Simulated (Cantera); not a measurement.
# Silicon epitaxy and polysilicon growth: SiCl₄ + HCl + N₂

A closed system holds: 1 mol SiCl₄, 0.03 mol HCl, 19 mol N₂, at 1.10 bar.

Equilibrium computed with Cantera from the NASA thermochemical tables; the gas is ideal and each condensed phase is pure. Candidate condensed phases: NH₄Cl, Si, Si₃N₄; 28 gas species. The tables' values for SiCl₃ are old estimates; treat these amounts as uncertain. Equilibrium is a limit: real reactors are often held back by kinetics, nucleation or transport.

```json
[
 {"T (K)": "1023", "x N₂": "0.949", "x SiCl₄": "0.0499", "x Cl": "1.32e-7", "x SiCl₃": "2.58e-7"},
 {"T (K)": "1098", "x N₂": "0.949", "x SiCl₄": "0.0499", "x Cl": "6.90e-7", "x SiCl₃": "1.16e-6"},
 {"T (K)": "1173", "x N₂": "0.949", "x SiCl₄": "0.0499", "x Cl": "2.89e-6", "x SiCl₃": "4.34e-6"},
 {"T (K)": "1248", "x N₂": "0.949", "x SiCl₄": "0.0499", "x Cl": "1.01e-5", "x SiCl₃": "1.39e-5"},
 {"T (K)": "1323", "x N₂": "0.949", "x SiCl₄": "0.0499", "x Cl": "3.07e-5", "x SiCl₃": "3.94e-5"},
 {"T (K)": "1398", "x N₂": "0.948", "x SiCl₄": "0.0498", "x Cl": "8.23e-5", "x SiCl₃": "9.95e-5"},
 {"T (K)": "1473", "x N₂": "0.948", "x SiCl₄": "0.0497", "x Cl": "0.000199", "x SiCl₃": "0.000229"},
 {"T (K)": "1548", "x N₂": "0.948", "x SiCl₄": "0.0494", "x Cl": "0.000442", "x SiCl₃": "0.000483"},
 {"T (K)": "1623", "x N₂": "0.948", "x SiCl₄": "0.0489", "x Cl": "0.000914", "x SiCl₃": "0.000945"},
 {"T (K)": "1698", "x N₂": "0.947", "x SiCl₄": "0.0480", "x Cl": "0.00177", "x SiCl₃": "0.00172"},
 {"T (K)": "1773", "x N₂": "0.945", "x SiCl₄": "0.0465", "x Cl": "0.00326", "x SiCl₃": "0.00293"}
]
```
x: gas mole fraction; nothing condenses.

From 1023 K to 1773 K nothing is condensed. The main Si-bearing gas is SiCl₄ throughout.
